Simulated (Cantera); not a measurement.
A closed system holds: 1 mol CH3OH, 2.2 mol CO2, 1.4 mol N2, equilibrated at 3800 Pa.

These are equilibrium values from Cantera (NASA tables, ideal gas, pure condensed phases), not measurements of a reactor. Candidate condensed phases: C, C6H6, C7H8, C8H18, H2O; 136 gas species. Kinetics and transport are ignored.

Question: At 2350 K, list the 4 most abundant gas species with their mole fractions, and the condensed phases.

Answer: CO 0.351, N2 0.209, H2O 0.192, CO2 0.126. Condensed: gas only.
